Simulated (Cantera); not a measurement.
An isothermal, constant-pressure homogeneous reactor starts with C₂H₄ : H₂ = 1 : 2.4 (molar parts), at 1425 K and 100000 Pa.

Computed with Cantera and GRI-Mech 3.0 (53 species, 325 reactions). GRI-Mech 3.0 was tuned for natural gas; its chemistry of ethylene as a main component is partial and can be far from experiment. GRI-Mech 3.0 stops at C3 and has no aromatics, soot or wall deposition, so with more carbon than oxygen in the feed, carbon stays in small species such as C2H2 where larger ones or solid carbon would form.

x: mole fraction; the columns are a selection and need not sum to one.

```
t (s)     x C₂H₄   x H₂     x CH₂    x C₂H₆      x H     x CH₃
--------  ------  -----  --------  --------  -------  --------
8.00e-5    0.294  0.706  2.34e-12   5.86e-7      [?]  4.51e-10
0.000204   0.294  0.706  6.79e-12   4.02e-6      [?]   3.22e-9
0.000521   0.293  0.706  3.23e-11   3.64e-5      [?]   3.43e-8
0.00133    0.286  0.707  4.34e-10  0.000749      [?]   2.01e-6
0.00340    0.233  0.713   1.12e-9   0.00216      [?]   1.36e-5
0.00868    0.148  0.722   1.05e-9   0.00141      [?]   2.30e-5
0.0222    0.0859  0.723  8.57e-10  0.000806      [?]   2.90e-5
0.0566    0.0672  0.711  7.53e-10  0.000613      [?]   3.46e-5
0.144     0.0621  0.686  6.84e-10  0.000551      [?]   4.18e-5
0.369     0.0560  0.650  5.62e-10  0.000482      [?]   4.71e-5
0.941     0.0489  0.608  4.47e-10  0.000414      [?]   5.01e-5
2.40      0.0431  0.572  3.81e-10  0.000372      [?]   5.17e-5
6.14      0.0410  0.558  3.62e-10  0.000359  5.15e-6   5.23e-5
15.7      0.0409  0.557  3.61e-10  0.000359  5.13e-6   5.24e-5
40.0      0.0409  0.557  3.61e-10  0.000359  5.13e-6   5.24e-5
```

Some entries are withheld; supply them.


- 8.00e-5, x H: 9.22e-8
- 0.000204, x H: 2.64e-7
- 0.000521, x H: 1.25e-6
- 0.00133, x H: 1.59e-5
- 0.00340, x H: 3.30e-5
- 0.00868, x H: 3.02e-5
- 0.0222, x H: 2.41e-5
- 0.0566, x H: 1.88e-5
- 0.144, x H: 1.42e-5
- 0.369, x H: 1.01e-5
- 0.941, x H: 7.18e-6
- 2.40, x H: 5.61e-6
